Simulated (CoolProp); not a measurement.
A single-stage vapour-compression cycle with n-hexane: evaporating at 324.15 K (dew point), condensing at 366.15 K (bubble point), superheat 0 K, subcooling 8 K, compressor efficiency 0.85, no pressure losses. Each further row changes one setting.

Computed with CoolProp (reference Helmholtz-energy equation of state, Thol 2019).

```csv
case,cooling COP,pressure ratio,discharge temperature (K),refrigerating effect (kJ/kg),volumetric capacity (kJ/m³)
as stated,5.76,3.66,366.1,264,489
evaporating temperature 329.15 K,6.81,3.07,366.1,273,594
condensing temperature 361.15 K,6.73,3.19,361.2,277,513
subcooling 13 K,6.04,3.66,366.1,277,513
superheat 10 K,5.85,3.66,366.1,282,505
compressor efficiency 0.75,5.08,3.66,366.1,264,489
```

The compression ends wet for: as stated; evaporating temperature 329.15 K; condensing temperature 361.15 K; subcooling 13 K; superheat 10 K; compressor efficiency 0.75.
